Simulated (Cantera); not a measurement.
A freely propagating, adiabatic, planar premixed flame of CH4 : C2H6 : C3H8 : O2 : N2 : H2O = 1 : 0.23 : 0.19 : 2.5 : 12.3 : 0.74 (molar parts), equivalence ratio 1.5, unburnt at 648 K and 0.132 atm; mixture-averaged transport, grid criteria slope 0.08 and curve 0.16, no radiation.

Computed with Cantera and GRI-Mech 3.0 (53 species, 325 reactions). GRI-Mech 3.0 was tuned for natural gas; its chemistry of propane as a main component is partial and can be far from experiment. Burning velocities carry a grid error of a few per cent, more on coarse grids.

Problem. How do the results move with these cheaper or finer settings: unity-Lewis-number transport; multicomponent transport; multicomponent+Soret transport; grid criteria slope 0.5, curve 1; grid criteria slope 0.25, curve 0.5; grid criteria slope 0.03, curve 0.06?

Solution. 
```tsv
setting	laminar burning velocity	thermal thickness	peak x(O)	peak x(C2H4)	grid points
as above	71.4 cm/s	3.81 mm	0.000191	0.00618	126
unity-Lewis-number transport	48.0 cm/s	4.82 mm	0.000234	0.00414	128
multicomponent transport	71.3 cm/s	3.86 mm	0.000190	0.00622	126
multicomponent+Soret transport	71.7 cm/s	3.78 mm	0.000202	0.00623	127
grid criteria slope 0.5, curve 1	80.7 cm/s	4.03 mm	0.000217	0.00599	33
grid criteria slope 0.25, curve 0.5	74.8 cm/s	3.92 mm	0.000200	0.00609	53
grid criteria slope 0.03, curve 0.06	70.6 cm/s	3.75 mm	0.000195	0.00615	307
```
The base run took about 6 core-seconds (a rough figure).
Unity Lewis numbers drop preferential diffusion, which matters most where H2 and H carry the flame; Soret adds thermal diffusion.
